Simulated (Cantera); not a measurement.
A perfectly stirred reactor is fed with 6.11 % CH₄, 2.20 % C₂H₆, 0.598 % C₃H₈, 19.0 % O₂, 72.0 % N₂, equivalence ratio 1.2, at 1.01 bar; it is adiabatic with a 700 K inlet, and is followed from long to short residence time, starting on the burning branch (τ in s: 0.094, 0.036, 0.013, 0.005, 0.0019, 0.00071, 0.00027, 0.0001, 3.8e-05, 1.4e-05).

Model: GRI-Mech 3.0 (53 species, 325 reactions), integrated in Cantera.

Task: Predict: blow-out, bracketed by the residence times tried; x(CH₄) at τ = 94.0 ms; x(C₂H₆) at τ = 94.0 ms; x(C₃H₈) at τ = 94.0 ms; x(H₂) at τ = 94.0 ms; x(CO₂) at τ = 94.0 ms; x(CH₄) at τ = 0.710 ms; x(C₂H₆) at τ = 0.710 ms; x(C₃H₈) at τ = 0.710 ms; x(H₂) at τ = 0.710 ms; x(CO₂) at τ = 0.710 ms.

Result: 
```json
{
 "blow_out_bracketed_by_the_residence_times_tried": "burning at 0.100 ms, out at 38.0 µs",
 "x(CH₄) at τ = 94.0 ms": "2.08e-6",
 "x(C₂H₆) at τ = 94.0 ms": "4.50e-8",
 "x(C₃H₈) at τ = 94.0 ms": "1.38e-8",
 "x(H₂) at τ = 94.0 ms": "0.0240",
 "x(CO₂) at τ = 94.0 ms": "0.0637",
 "x(CH₄) at τ = 0.710 ms": "6.64e-5",
 "x(C₂H₆) at τ = 0.710 ms": "4.56e-6",
 "x(C₃H₈) at τ = 0.710 ms": "9.70e-7",
 "x(H₂) at τ = 0.710 ms": "0.0281",
 "x(CO₂) at τ = 0.710 ms": "0.0573"
}
```
